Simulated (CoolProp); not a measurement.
A single-stage vapour-compression cycle with C3F8 (R218): evaporating at 211.15 K (dew point), condensing at 231.15 K (bubble point), superheat 10 K, subcooling 8 K, compressor efficiency 0.85, no pressure losses. Each further row changes one setting.

Model: reference Helmholtz-energy equation of state, Lemmon 2006, in CoolProp. It is a short technical equation, of lower accuracy than the large ones.

| case | cooling COP | pressure ratio | discharge temperature (K) | refrigerating effect (kJ/kg) | volumetric capacity (kJ/m³) |
|---|---|---|---|---|---|
| as stated | 8.85 | 2.89 | 240.8 | 109 | 313 |
| evaporating temperature 216.15 K | 12.4 | 2.17 | 240.6 | 112 | 421 |
| condensing temperature 226.15 K | 12.1 | 2.26 | 236.2 | 114 | 326 |
| subcooling 13 K | 9.23 | 2.89 | 240.8 | 114 | 326 |
| superheat 20 K | 8.96 | 2.89 | 251.0 | 116 | 317 |
| compressor efficiency 0.75 | 7.81 | 2.89 | 243.1 | 109 | 313 |
